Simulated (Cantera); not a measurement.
A Cantera script and its output.

```python
import numpy as np
import cantera as ct

gas = ct.Solution("gri30.yaml")
gas.TPX = 1675, 73000, {'CH4': 1, 'O2': 4.55, 'N2': 17.1, 'CO2': 3.2}
reactor = ct.IdealGasReactor(gas, energy="on", clone=False)
net = ct.ReactorNet([reactor])
net.rtol, net.atol = 1e-08, 1e-16
show = ['CH4', 'O2', 'CO2', 'H', 'NO', 'C2H6', 'H2O']
times = np.geomspace(1e-06, 8, 10)

steps = ct.SolutionArray(gas, extra=["t"])
rows = []
print(f"{'t/s':>10s}{'T/K':>9s}{'P/Pa':>11s}" + "".join(f"{s:>11s}" for s in show))
for t in times:
    while net.time < t:
        t_next = net.step()
        steps.append(gas.state, t=t_next)
    rows.append([np.interp(t, steps.t, y) for y in (steps.T, steps.P, *steps(*show).X.T)])
    print(f"{t:10.3e}{rows[-1][0]:9.1f}{rows[-1][1]:11.4g}" + "".join(f"{x:11.3e}" for x in rows[-1][2:]))
rate = np.gradient(steps.T, steps.t)
print("integrator steps:", len(steps.t))
if steps.T.max() > steps.T[0] + 200:
    print(f"time of steepest temperature rise: {steps.t[rate.argmax()]:.4e} s")
gas.TPX = 1675, 73000, {'CH4': 1, 'O2': 4.55, 'N2': 17.1, 'CO2': 3.2}
gas.equilibrate("UV")
print(f"equilibrium (UV): T = {gas.T:.1f} K  " + "  ".join(f"{s} {gas[s].X[0]:.3e}" for s in show))
```

It prints:

```
       t/s      T/K       P/Pa        CH4         O2        CO2          H         NO       C2H6        H2O
 1.000e-06   1675.0    7.3e+04  3.868e-02  1.760e-01  1.238e-01  9.176e-08  1.330e-15  3.080e-13  2.562e-08
 5.848e-06   1675.0    7.3e+04  3.868e-02  1.760e-01  1.238e-01  1.141e-07  4.863e-14  1.410e-10  9.649e-07
 3.420e-05   1674.9    7.3e+04  3.865e-02  1.760e-01  1.238e-01  1.724e-07  6.025e-13  5.000e-08  1.343e-05
 2.000e-04   1677.3  7.312e+04  3.749e-02  1.753e-01  1.238e-01  3.710e-06  2.860e-11  4.792e-05  7.709e-04
 1.170e-03   2426.3   1.07e+05  5.648e-19  1.007e-01  1.473e-01  6.772e-04  3.590e-04  1.498e-35  7.078e-02
 6.840e-03   2437.0  1.073e+05  5.325e-19  9.916e-02  1.487e-01  5.700e-04  2.835e-03  1.068e-35  7.123e-02
 4.000e-02   2425.2  1.068e+05  4.765e-19  9.550e-02  1.493e-01  5.309e-04  1.013e-02  8.722e-36  7.151e-02
 2.339e-01   2421.9  1.066e+05  4.612e-19  9.446e-02  1.495e-01  5.202e-04  1.219e-02  8.218e-36  7.158e-02
 1.368e+00   2421.9  1.066e+05  4.612e-19  9.446e-02  1.495e-01  5.202e-04  1.219e-02  8.218e-36  7.158e-02
 8.000e+00   2421.9  1.066e+05  4.612e-19  9.446e-02  1.495e-01  5.202e-04  1.219e-02  8.218e-36  7.158e-02
integrator steps: 1656
time of steepest temperature rise: 3.4352e-04 s
equilibrium (UV): T = 2421.9 K  CH4 6.894e-19  O2 9.446e-02  CO2 1.495e-01  H 5.202e-04  NO 1.219e-02  C2H6 1.562e-35  H2O 7.158e-02
```

Detailed kinetics in Cantera: GRI-Mech 3.0 (53 species, 325 reactions).
